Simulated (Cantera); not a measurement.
An adiabatic, constant-pressure homogeneous reactor starts with H₂ : O₂ : N₂ = 1 : 0.575 : 2.16 (molar parts), at 1000 K and 2500000 Pa.

Model: the H2/O2 subset of GRI-Mech 3.0, which has no nitrogen chemistry, integrated in Cantera. The hydrogen kinetics of GRI-Mech 3.0 are dated; newer H2 mechanisms differ, most at raised pressure. The pressure lies above the range GRI-Mech 3.0 was tuned for (to about 10 atm).

One state of this run: T (K) = 2783; x H₂ = 0.00788; x O₂ = 0.0229; x O = 0.00155; x H₂O₂ = 2.68e-6; x HO₂ = 2.01e-5. x: mole fraction; the columns are a selection and need not sum to one.

Question: Which value of t (s) does it belong to?
A) 0.000134
B) 0.000544
C) 0.600
D) 0.00221

Answer: C, 0.600
